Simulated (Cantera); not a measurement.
An isothermal, constant-pressure homogeneous reactor starts with 9.95 % CH4, 86.6 % H2, 3.48 % H2O, at 1900 K and 0.00474 atm.

Cantera simulation using GRI-Mech 3.0 (53 species, 325 reactions); the numbers are that mechanism's predictions, not measurements. GRI-Mech 3.0 stops at C3 and has no aromatics, soot or wall deposition, so with more carbon than oxygen in the feed, carbon stays in small species such as C2H2 where larger ones or solid carbon would form. Radical loss at walls, strong at low pressure, is not modelled.

One state of this run: x CH4 = 0.00145; x H2 = 0.927; x C2H2 = 0.0329; x CH3 = 0.000245; x C2H6 = 1.59e-8. x: mole fraction; the columns are a selection and need not sum to one.

Q: Which value of t (s) does it belong to?
(A) 0.0118
(B) 0.203
(C) 60.0
(D) 3.49

A: D, 3.49
